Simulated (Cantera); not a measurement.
# Titanium nitride, carbide and oxide coatings: Ti(OiPr)4 + H2

Input: 1 mol Ti(OiPr)4, 31 mol H2, held at 71000 Pa.

Equilibrium computed with Cantera from the NASA thermochemical tables; the gas is ideal and each condensed phase is pure. Candidate condensed phases: C, C6H6, C7H8, C8H18, H2O, Ti, TiC, TiO, TiO2, Ti2O3, Ti3O5, Ti4O7; 113 gas species. The feed counts by its element totals alone. TiC: taken at fixed stoichiometry. Condensed phases not in the tables: Magnéli phases beyond Ti4O7. The numbers say what is thermodynamically allowed, not how fast it happens.

```tsv
T (°C)	log p H2	log p CO	log p CH4	log p H2O	log p H	log p C2H2 (acetylene)	log p CO2	log p CH3	n C(graphite)	n TiO2(rutile)	n Ti4O7(s)	n Ti3O5(s)	n TiC(s)
727	-0.19	-1.60	-1.41	-2.20	-8.74	-9.14	-3.45	-8.72	7.99	1.00	0	0	0
827	-0.18	-1.54	-1.80	-2.76	-7.68	-8.05	-4.13	-8.04	9.10	1.00	0	0	0
927	-0.17	-1.47	-2.15	-3.23	-6.79	-7.16	-4.67	-7.49	9.32	0	0.250	0	0
1027	-0.17	-1.46	-2.45	-3.67	-6.04	-6.41	-5.20	-7.03	9.45	0	0	0.333	0
1127	-0.19	-1.24	-2.74	-3.85	-5.41	-5.79	-5.24	-6.66	6.88	0	0	0	1.00
1227	-0.19	-1.24	-2.96	-4.19	-4.85	-5.23	-5.65	-6.32	6.93	0	0	0	1.00
1327	-0.19	-1.24	-3.16	-4.48	-4.36	-4.75	-6.01	-6.02	6.95	0	0	0	1.00
1427	-0.19	-1.24	-3.33	-4.74	-3.92	-4.32	-6.32	-5.76	6.96	0	0	0	1.00
1527	-0.19	-1.24	-3.49	-4.97	-3.54	-3.94	-6.60	-5.53	6.96	0	0	0	1.00
1627	-0.19	-1.24	-3.62	-5.17	-3.19	-3.60	-6.85	-5.33	6.95	0	0	0	1.00
1727	-0.19	-1.24	-3.75	-5.36	-2.88	-3.30	-7.07	-5.15	6.92	0	0	0	1.00
1827	-0.19	-1.24	-3.86	-5.52	-2.60	-3.03	-7.26	-4.98	6.86	0	0	0	1.00
1927	-0.19	-1.24	-3.96	-5.67	-2.34	-2.78	-7.44	-4.83	6.76	0	0	0	1.000
```
log p: log10 of the partial pressure in bar; n: condensed amount in mol.

From 727 °C to 827 °C the condensed part is C(graphite) + TiO2(rutile). At 927 °C the condensed part is C(graphite) + Ti4O7(s). At 1027 °C the condensed part is C(graphite) + Ti3O5(s). From 1127 °C to 1927 °C the condensed part is C(graphite) + TiC(s).
